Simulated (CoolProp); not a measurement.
Vapour-liquid equilibrium of benzene (1) + m-xylene (2) at 0.00502 MPa; x and y are mole fractions of (1).

Values from CoolProp's multi-fluid Helmholtz-energy mixture model, Thol 2012 and Zhou 2012; pair parameters Bell 2016.

| x | bubble temperature (K) | y at the bubble point | dew temperature at overall composition x (K) | liquid density (mol/L) |
|---|---|---|---|---|
| 0.05 | ___ | 0.330 | 326.2 | 8.035 |
| 0.15 | 309.5 | 0.643 | ___ | 8.361 |
| 0.25 | 302.5 | ___ | 321.8 | 8.677 |
| 0.35 | ___ | 0.860 | 319.2 | 8.996 |
| 0.45 | 293.3 | 0.906 | 316.4 | 9.323 |
| 0.55 | 289.9 | 0.937 | 313.1 | 9.664 |
| 0.65 | 287.1 | 0.959 | 309.2 | 10.02 |
| 0.75 | 284.6 | 0.975 | 304.4 | 10.40 |
| 0.85 | 282.4 | 0.987 | 298.1 | 10.79 |
| 0.95 | ___ | ___ | 288.3 | 11.21 |

### Question
Fill in the missing entries.

### Answer

- 0.05, bubble temperature (K): 319.8
- 0.15, dew temperature at overall composition x (K): 324.1
- 0.25, y at the bubble point: 0.784
- 0.35, bubble temperature (K): 297.4
- 0.95, bubble temperature (K): 280.5
- 0.95, y at the bubble point: 0.996

No azeotrope shows between x = 0.05 and 0.95.

The pair parameters rest on a limited set of measurements; away from them the model extrapolates.
